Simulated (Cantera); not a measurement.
# Equilibrium for carbon deposition, reforming and gasification: CH4 + O2 + H2

A closed system holds: 1 mol CH4, 0.091 mol O2, a varied amount of H2, equilibrated at 625 K and 2.80 mbar.

Cantera equilibrium calculation (NASA polynomials, part measured and part estimated; ideal gas, pure solids and liquids). Candidate condensed phases: C, C6H6, C7H8, C8H18, H2O; 110 gas species. The numbers say what is thermodynamically allowed, not how fast it happens.

```csv
n(H2) (mol),log p H2,log p CH4,log p H2O,log p CO2,log p CO,log p C2H6,n C(graphite)
0.75,-2.63,-3.57,-3.79,-4.84,-5.00,-10.51,0.737
1.5,-2.62,-3.56,-3.88,-5.03,-5.09,-10.49,0.667
3,-2.62,-3.55,-4.02,-5.32,-5.24,-10.47,0.525
6.1,-2.61,-3.54,-4.21,-5.72,-5.44,-10.46,0.226
12,-2.59,-3.67,-4.43,-6.37,-5.85,-10.74,0
25,-2.57,-3.97,-4.72,-7.32,-6.49,-11.36,0
49,-2.56,-4.25,-5.00,-8.20,-7.08,-11.93,0
```
log p: log10 of the partial pressure in bar; n: condensed amount in mol.

From 0.75 mol H2 to 6.1 mol H2 the condensed part is C(graphite). From 12 mol H2 to 49 mol H2 nothing is condensed. The main C-bearing gas is CH4 throughout.
